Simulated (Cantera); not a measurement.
Input: 1 mol SiO2, 0.96 mol NF3, 2 mol H2, equilibrated at 1.33 mbar.

Method: chemical equilibrium by Gibbs-energy minimisation in Cantera with the NASA 1993 tables (ideal gas, pure condensed phases). Candidate condensed phases: H2O, Si, SiO2, Si2N2O, Si3N4; 58 gas species. The tables hold silica as quartz up to 1696 K and as liquid above; real silica turns to tridymite and cristobalite and melts near 1996 K. The numbers say what is thermodynamically allowed, not how fast it happens.

Over these rows the condensed part is SiO2(β-quartz). Partial pressures as log10 of bar:

```tsv
T (K)	1000/T (1/K)	log p SiO	log p HF	log p H2	log p N2	log p H2O
1550	0.6452	-7.47	-3.04	-3.71	-3.78	-4.40
1575	0.6349	-7.17	-3.04	-3.72	-3.78	-4.42
1600	0.6250	-6.87	-3.04	-3.72	-3.78	-4.44
1625	0.6154	?	-3.04	-3.72	-3.78	-4.45
1650	0.6061	-6.31	-3.03	-3.72	-3.78	-4.47
1675	0.5970	-6.04	-3.03	-3.72	-3.78	-4.48
```

Fit log p(SiO) = a + b·(1000/T) to the five rows, give the apparent enthalpy, and predict the row at 1625 K.

Means: 1000/T = 0.6216, log p = -6.772. Sxy = -0.047268, Sxx = 0.0015908, so b = -29.71 and a = -6.772 − (-29.71)×0.6216 = 11.70.
Apparent enthalpy: −19.145 × (-29.71) = 569 kJ/mol. With the condensed phases at unit activity, SiO2(β-quartz) + H2(g) = SiO(g) + H2O(g) links this pressure to the main gases: over the six rows their terms move log p by +0.07 in all, so the slope is close to that reaction's ΔH°. The five rows lie within 0.01 of the line.
Prediction at 1625 K: 11.70 + (-29.71)×0.6154 = -6.58. The computed value is -6.58, 0.00 from the line.
